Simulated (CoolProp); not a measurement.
Dodecamethylpentasiloxane (MD3M) along the isobar 2.61 MPa: Z from the reference equation and from simpler models built on Tc = 628.0 K, pc = 0.9540 MPa, ω = 0.730; each cubic takes its own stable root.

Model: reference Helmholtz-energy equation of state, Thol 2019, in CoolProp.

```tsv
T (K)	phase	reference
421.4	liquid	0.3794
438	liquid	0.3731
454.5	liquid	0.3679
471.1	liquid	0.3636
487.6	liquid	0.3603
504.2	liquid	0.3579
520.7	liquid	0.3565
537.3	liquid	0.3561
553.8	liquid	0.3570
570.4	liquid	0.3592
586.9	liquid	0.3631
603.5	liquid	0.3691
620	liquid	0.3777
```

Q: How far does each simpler model (Redlich-Kwong, Peng-Robinson) lie from the reference over these 13 states: mean and median of the absolute difference, and the worst?

A: 
- Redlich-Kwong: mean 18.9 %, median 19.3 %, worst +20.8 % at 421.4 K and 2.61 MPa
- Peng-Robinson: mean 1.2 %, median 1.2 %, worst +2.5 % at 620 K and 2.61 MPa
